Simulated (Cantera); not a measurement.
A perfectly stirred reactor is fed with 26.3 % CH4, 73.7 % H2, at 100000 Pa; it is held at 1475 K, and followed from long to short residence time.

Model: GRI-Mech 3.0 (53 species, 325 reactions), integrated in Cantera. GRI-Mech 3.0 stops at C3 and has no aromatics, soot or wall deposition, so with more carbon than oxygen in the feed, carbon stays in small species such as C2H2 where larger ones or solid carbon would form.

Predict: x(CH4) at τ = 0.390 s; x(H2) at τ = 0.390 s; x(C2H2) at τ = 0.390 s; x(CH3) at τ = 0.390 s; x(C2H4) at τ = 0.390 s; x(CH4) at τ = 8.30 ms; x(H2) at τ = 8.30 ms; x(C2H2) at τ = 8.30 ms; x(CH3) at τ = 8.30 ms; x(C2H4) at τ = 8.30 ms.


| Property | Result |
|---|---|
| x(CH4) at τ = 0.390 s | 0.230 |
| x(H2) at τ = 0.390 s | 0.757 |
| x(C2H2) at τ = 0.390 s | 0.0101 |
| x(CH3) at τ = 0.390 s | 5.45e-5 |
| x(C2H4) at τ = 0.390 s | 0.00342 |
| x(CH4) at τ = 8.30 ms | 0.262 |
| x(H2) at τ = 8.30 ms | 0.737 |
| x(C2H2) at τ = 8.30 ms | 7.36e-5 |
| x(CH3) at τ = 8.30 ms | 5.60e-5 |
| x(C2H4) at τ = 8.30 ms | 0.000251 |
